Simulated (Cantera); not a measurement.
What does this Cantera script print?

```python
import numpy as np
import cantera as ct

gas_names = [...]  # 109 gases of nasa_gas.yaml made of C, Cl, H, Si
cond_names = """
    C(gr) C6H6(L) C7H8(L) C8H18(L),n-octa Si(cr) Si(L) SiC(b)
""".split()


# ... load() reads the species with a 1 bar reference pressure and builds the phases ...
atoms = {
    '(CH3)2SiCl2': {'C': 2, 'H': 6, 'Si': 1, 'CL': 2},
    'CH4': {'C': 1, 'H': 4},
    'H2': {'H': 2},
}
top_T = {'C(gr)': 4500, 'SiC(b)': 3050}  # K; cautious upper limits of use, not melting points


# ... equilibrate(T, P, feed) seeds the gas with the atoms and calls Mixture.equilibrate('TP', solver="vcs", rtol=1e-11, max_steps=5000) ...
results = []
feed = {'(CH3)2SiCl2': 1, 'CH4': 0.015, 'H2': 11}  # mol
P = 35000  # Pa
for T in [1148, 1223, 1298, 1373, 1448, 1523, 1598, 1673, 1748]:
    mix = equilibrate(T, P, feed)
    results.append((T, P, feed, dict(zip(mix.species_names, mix.species_moles))))

top = {s: max(r[3][s] / sum(r[3][g] for g in gas_names) for r in results) for s in gas_names}
cols = sorted((s for s in top if top[s] > 1e-05), key=lambda s: -top[s])[:5]
seen = [c for c in cond_names if any(r[3].get(c, 0) > 1e-12 for r in results)]
print("log10 of partial pressures in bar; condensed amounts in mol")
print(f"{'T/K':>10s}" + "".join(f"{s[:9]:>10s}" for s in cols + seen))
for T, P, feed, n in results:
    ng = sum(n[g] for g in gas_names)
    print(f"{T:10.4g}" + "".join(f"{np.log10(max(n[s] / ng * P / 1e5, 1e-99)):10.3f}" for s in cols)
          + "".join(f"{n.get(c, 0):10.4g}" for c in seen))
```

Output:

```
log10 of partial pressures in bar; condensed amounts in mol
       T/K        H2       HCL       CH4     SiCL4     SiCL2     C(gr)    SiC(b)
      1148    -0.513    -1.409    -2.650    -2.750    -4.880      1.01    0.9098
      1223    -0.516    -1.364    -2.908    -3.140    -4.539     1.003    0.9588
      1298    -0.518    -1.345    -3.134    -3.573    -4.281     1.003    0.9806
      1373    -0.518    -1.339    -3.334    -3.997    -4.074     1.007    0.9883
      1448    -0.518    -1.337    -3.513    -4.393    -3.896     1.012    0.9902
      1523    -0.518    -1.337    -3.673    -4.755    -3.741     1.016    0.9894
      1598    -0.518    -1.338    -3.819    -5.086    -3.602      1.02    0.9873
      1673    -0.518    -1.339    -3.951    -5.389    -3.478     1.024    0.9842
      1748    -0.518    -1.341    -4.072    -5.668    -3.366     1.028    0.9803
```

Cantera equilibrium calculation (NASA polynomials, part measured and part estimated; ideal gas, pure solids and liquids). The feed counts by its element totals alone. The tables' values for SiCl3 are old estimates; treat these amounts as uncertain.
